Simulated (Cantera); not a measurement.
Input: 1 mol C6H6, 1.6 mol H2O, 18 mol N2, equilibrated at 1 atm.

Method: chemical equilibrium by Gibbs-energy minimisation in Cantera with the NASA 1993 tables (ideal gas, pure condensed phases). Candidate condensed phases: C, C6H6, C7H8, C8H18, H2O; 136 gas species. Kinetics and transport are ignored. All values below are at 2925 K.

Base state: N2 0.695, H2 0.126, CO 0.0646, HCN 0.0519, H 0.0440, HNC 0.00921, C2H2 (acetylene) 0.00629, CN 0.00173 (mole fractions); condensed: C(graphite).

### Question
What changes in the equilibrium state with this change: H2O from 1.6 to 0.61 mol?

### Answer
| species | before | after |
|---|---|---|
| N2 | 0.695 | 0.762 |
| H2 | 0.126 | 0.104 |
| HCN | 0.0519 | 0.0494 |
| CO | 0.0646 | 0.0269 |
| H | 0.0440 | 0.0400 |
| C2H2 (vinylidene) | 1.66e-5 | 1.37e-5 |
| C4H2 | 0.000131 | 0.000108 |
| C(graphite), mol | 2.46 | 3.73 |
